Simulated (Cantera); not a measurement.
A freely propagating, adiabatic, planar premixed flame of C₃H₈ : O₂ : N₂ : CO₂ = 1 : 6.67 : 25.1 : 6.3 (molar parts), unburnt at 300 K and 113 Torr; mixture-averaged transport, grid criteria slope 0.08 and curve 0.16, no radiation.

Cantera simulation using GRI-Mech 3.0 (53 species, 325 reactions); the numbers are that mechanism's predictions, not measurements. GRI-Mech 3.0 was tuned for natural gas; its chemistry of propane as a main component is partial and can be far from experiment. Burning velocities carry a grid error of a few per cent, more on coarse grids.

Q: Predict: laminar burning velocity; thermal thickness; peak x(O); peak x(CH₂CO).

A: 
```
Item                         Result
------------------------  ---------
laminar burning velocity  20.3 cm/s
thermal thickness           3.77 mm
peak x(O)                   0.00294
peak x(CH₂CO)              0.000428
```
